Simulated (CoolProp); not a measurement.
A simple Rankine cycle with R1336mzz(E): condensing at 332.15 K, boiler at 1.85 MPa, turbine inlet 398.2 K, turbine efficiency 0.8, pump efficiency 0.6, no recuperator. Each further row changes one setting.

Computed with CoolProp (reference Helmholtz-energy equation of state, Akasaka 2023).

```json
[
 {"case": "as stated", "thermal efficiency (%)": "?", "net work (kJ/kg)": "?", "heat in (kJ/kg)": "165", "turbine exit temperature (K)": "362.4", "volume ratio over the turbine": "?"},
 {"case": "condensing temperature 324.15 K", "thermal efficiency (%)": "8.9", "net work (kJ/kg)": "15.6", "heat in (kJ/kg)": "175", "turbine exit temperature (K)": "357.5", "volume ratio over the turbine": "?"},
 {"case": "boiler pressure 1.29 MPa", "thermal efficiency (%)": "?", "net work (kJ/kg)": "10.2", "heat in (kJ/kg)": "175", "turbine exit temperature (K)": "?", "volume ratio over the turbine": "?"},
 {"case": "turbine efficiency 0.7", "thermal efficiency (%)": "6.7", "net work (kJ/kg)": "?", "heat in (kJ/kg)": "165", "turbine exit temperature (K)": "364.4", "volume ratio over the turbine": "3.95"}
]
```

### Question
Some entries are withheld; supply them.

### Answer

- as stated, thermal efficiency (%): 7.8
- as stated, net work (kJ/kg): 12.8
- as stated, volume ratio over the turbine: 3.92
- condensing temperature 324.15 K, volume ratio over the turbine: 4.96
- boiler pressure 1.29 MPa, thermal efficiency (%): 5.8
- boiler pressure 1.29 MPa, turbine exit temperature (K): 376.2
- boiler pressure 1.29 MPa, volume ratio over the turbine: 2.47
- turbine efficiency 0.7, net work (kJ/kg): 11.0
